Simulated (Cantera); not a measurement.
An adiabatic, constant-volume homogeneous reactor starts with CH4 : C2H6 : C3H8 : O2 : N2 = 1 : 0.16 : 0.49 : 15.7 : 58.9 (molar parts), equivalence ratio 0.32, at 1600 K and 13.0 bar.

Cantera simulation using GRI-Mech 3.0 (53 species, 325 reactions); the numbers are that mechanism's predictions, not measurements. GRI-Mech 3.0 was tuned for natural gas; its chemistry of propane as a main component is partial and can be far from experiment. The pressure lies above the range GRI-Mech 3.0 was tuned for (to about 10 atm).

One state of this run: T (K) = 2449; P (bar) = 20.1; x CH4 = <1e-12; x C2H6 = <1e-12; x C3H8 = <1e-12; x CO2 = 0.0356; x H = 5.61e-5; x O = 0.000924. x: mole fraction; the columns are a selection and need not sum to one.

Question: Which value of t (s) does it belong to?
A. 0.0169
B. 0.0558
C. 0.00156
D. 0.184

Answer: C, 0.00156
